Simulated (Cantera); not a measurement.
# Al + NH3 + H2 (metals in furnace atmospheres)

Feed: 1 mol Al, a varied amount of NH3, 9.1 mol H2, held at 425 °C and 0.133 bar.

These are equilibrium values from Cantera (NASA tables, ideal gas, pure condensed phases), not measurements of a reactor. Candidate condensed phases: Al, AlN; 13 gas species. The numbers say what is thermodynamically allowed, not how fast it happens.

```tsv
n(NH3) (mol)	x H2	x N2	x NH3	n Al(s)	n AlN(s)
0.94	1.00	<1e-12	<1e-12	0.0600	0.940
2	0.960	0.0396	0.000240	0	1.00
3.1	0.929	0.0708	0.000305	0	1.00
4.2	0.906	0.0940	0.000339	0	1.00
5.2	0.889	0.110	0.000357	0	1.00
6.3	0.875	0.125	0.000371	0	1.00
7.4	0.863	0.137	0.000380	0	1.00
8.4	0.854	0.146	0.000386	0	1.00
9.5	0.846	0.154	0.000391	0	1.00
11	0.836	0.163	0.000396	0	1.00
12	0.831	0.169	0.000399	0	1.00
13	0.826	0.173	0.000401	0	1.00
14	0.822	0.177	0.000403	0	1.00
```
x: gas mole fraction; n: condensed amount in mol.

At 0.94 mol NH3 the condensed part is Al(s) + AlN(s). From 2 mol NH3 to 14 mol NH3 the condensed part is AlN(s).
